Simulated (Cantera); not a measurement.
Charge: 1 mol Si₃N₄, 0.0053 mol Si, 2.8 mol H₂, equilibrated at 0.910 bar.

Cantera equilibrium calculation (NASA polynomials, part measured and part estimated; ideal gas, pure solids and liquids). Candidate condensed phases: Si, Si₃N₄; 18 gas species. Mutual solubility and eutectic melting of coexisting phases are not modelled. The tables' values for SiN are old estimates; treat these amounts as uncertain. Gases not in the tables: Si₂H₆ and higher silanes. Rates play no part.

x: gas mole fraction; n: condensed amount in mol.

```
T (K)   x H₂      x N₂       x H      x Si     x SiH       x Si₂  n Si(s)  n Si₃N₄(s)  n Si(l)
-----  -----  --------  --------  --------  --------  ----------  -------  ----------  -------
1648   0.999  0.000734   9.33e-5   2.83e-7   4.96e-7  (withheld)  0.00836       0.999        0
1748   0.996   0.00404  0.000239   1.60e-6   2.03e-6  (withheld)        0       0.994   0.0223
1848   0.979    0.0207  0.000550   6.89e-6   6.49e-6  (withheld)        0       0.970   0.0941
1948   0.909    0.0896   0.00113   2.55e-5   1.78e-5  (withheld)        0       0.862    0.419
2048   0.664     0.334   0.00191   8.30e-5   3.92e-5  (withheld)        0       0.297     2.11
2148   0.580     0.416   0.00333  0.000242   8.62e-5  (withheld)        0           0     3.00
2248   0.578     0.415   0.00585  0.000639  0.000187  (withheld)        0           0     3.00
2348   0.574     0.414   0.00981   0.00155  0.000379  (withheld)        0           0     2.99
2448   0.568     0.411    0.0157   0.00351  0.000722  (withheld)        0           0     2.98
2548   0.558     0.408    0.0242   0.00742   0.00130  (withheld)        0           0     2.95
2648   0.543     0.401    0.0359    0.0148   0.00223  (withheld)        0           0     2.90
2748   0.521     0.391    0.0514    0.0281   0.00363  (withheld)        0           0     2.81
2848   0.489     0.376    0.0708    0.0510   0.00564  (withheld)        0           0     2.65
2948   0.445     0.353    0.0938    0.0888   0.00835  (withheld)        0           0     2.35
```

Problem. Fill in the missing entries.

Solution. 
- 1648, x Si₂: 9.43e-10
- 1748, x Si₂: 8.22e-9
- 1848, x Si₂: 4.80e-8
- 1948, x Si₂: 2.33e-7
- 2048, x Si₂: 9.64e-7
- 2148, x Si₂: 3.49e-6
- 2248, x Si₂: 1.12e-5
- 2348, x Si₂: 3.26e-5
- 2448, x Si₂: 8.65e-5
- 2548, x Si₂: 0.000212
- 2648, x Si₂: 0.000486
- 2748, x Si₂: 0.00104
- 2848, x Si₂: 0.00212
- 2948, x Si₂: 0.00411
